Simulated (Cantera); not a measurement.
Charge: 1 mol Ti, 0.55 mol CO2, a varied amount of H2, equilibrated at 0.00390 bar.

Equilibrium computed with Cantera from the NASA thermochemical tables; the gas is ideal and each condensed phase is pure. Candidate condensed phases: C, C6H6, C7H8, C8H18, H2O, Ti, TiC, TiO, TiO2, Ti2O3, Ti3O5, Ti4O7; 113 gas species. Mutual solubility and eutectic melting of coexisting phases are not modelled. TiC, TiO: taken at fixed stoichiometry. Condensed phases not in the tables: solid solutions among these carbides, nitrides and lower oxides. The numbers say what is thermodynamically allowed, not how fast it happens.

Stable condensed phases, one row left out:

```
T in K \ n(H2) in mol
         1.5 1.7   2 2.3 2.6   3 3.5   4 4.6 5.3 6.1
   1823    A   A   A   A   A   A   A   A   A   A   A
   1773    A   A   A   A   A   A   A   A   A   A   A
   1723    A   A   A   A   A   A   A   A   A   A   A
   1673    B   B   C   C   C   C   C   A   A   A   A
   1573    B   B   B   B   B   B   B   B   B   B   B
   1523    B   B   B   B   B   B   B   B   B   B   B
   1473    B   B   B   B   B   B   B   B   B   B   B
   1423    B   B   B   B   B   B   B   B   B   B   B
   1373    B   B   B   B   B   B   B   B   B   B   B
   1323    B   B   B   B   B   B   B   B   B   B   B
   1273    B   B   B   B   B   B   B   B   B   B   B
```

A: TiC + TiO; B: TiC + Ti2O3; C: TiC + TiO + Ti2O3.

### Question
Give the row for 1623 K.

### Answer
1.5: TiC + Ti2O3; 1.7: TiC + Ti2O3; 2: TiC + Ti2O3; 2.3: TiC + Ti2O3; 2.6: TiC + Ti2O3; 3: TiC + Ti2O3; 3.5: TiC + Ti2O3; 4: TiC + Ti2O3; 4.6: TiC + Ti2O3; 5.3: TiC + TiO + Ti2O3; 6.1: TiC + TiO + Ti2O3.
